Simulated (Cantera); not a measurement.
Charge: 1 mol PbF2, 0.15 mol H2, at 70.0 Pa.

Equilibrium computed with Cantera from the NASA thermochemical tables; the gas is ideal and each condensed phase is pure. Candidate condensed phases: Pb, PbF2; 16 gas species. Rates play no part.

Task: Which condensed phases are stable at each of these points (T (K)): 798, 873, 948, 1023, 1098, 1173, 1248, 1323, 1398, 1473?

Result: 
```json
[
 {"T (K)": "798", "condensed phases": "Pb(l) + PbF2(s)", "Pb condensed (%)": "100.0"},
 {"T (K)": "873", "condensed phases": "Pb(l) + PbF2(s)", "Pb condensed (%)": "99.5"},
 {"T (K)": "948", "condensed phases": "Pb(l) + PbF2(s)", "Pb condensed (%)": "95.7"},
 {"T (K)": "1023", "condensed phases": "Pb(l)", "Pb condensed (%)": "47.3"},
 {"T (K)": "1098", "condensed phases": "Pb(l)", "Pb condensed (%)": "20.4"},
 {"T (K)": "1173", "condensed phases": "gas only", "Pb condensed (%)": "0.0"},
 {"T (K)": "1248", "condensed phases": "gas only", "Pb condensed (%)": "0.0"},
 {"T (K)": "1323", "condensed phases": "gas only", "Pb condensed (%)": "0.0"},
 {"T (K)": "1398", "condensed phases": "gas only", "Pb condensed (%)": "0.0"},
 {"T (K)": "1473", "condensed phases": "gas only", "Pb condensed (%)": "0.0"}
]
```

From 798 K to 948 K the condensed part is Pb(l) + PbF2(s). From 1023 K to 1098 K the condensed part is Pb(l). From 1173 K to 1473 K nothing is condensed.
